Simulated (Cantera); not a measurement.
Mixture: 3.51 % CH4, 0.123 % C2H6, 2.28 % C3H8, 15.7 % O2, 59.0 % N2, 19.3 % H2O, equivalence ratio 1.2, at 4.93 atm, adiabatic and at constant pressure. Ignition delay is the time to a rise of 400 K.

Computed with Cantera and GRI-Mech 3.0 (53 species, 325 reactions). GRI-Mech 3.0 was tuned for natural gas; its chemistry of propane as a main component is partial and can be far from experiment.

Q: Predict: delay at 1098 K; delay at 1173 K; delay at 1248 K; delay at 1323 K; delay at 1398 K; delay at 1473 K; delay at 1548 K; apparent activation energy between 1398 and 1548 K.

A: 
| Property | Result |
|---|---|
| delay at 1098 K | 18.1 ms |
| delay at 1173 K | 4.98 ms |
| delay at 1248 K | 1.43 ms |
| delay at 1323 K | 0.453 ms |
| delay at 1398 K | 0.164 ms |
| delay at 1473 K | 68.4 µs |
| delay at 1548 K | 32.5 µs |
| apparent activation energy between 1398 and 1548 K | 190 kJ/mol |
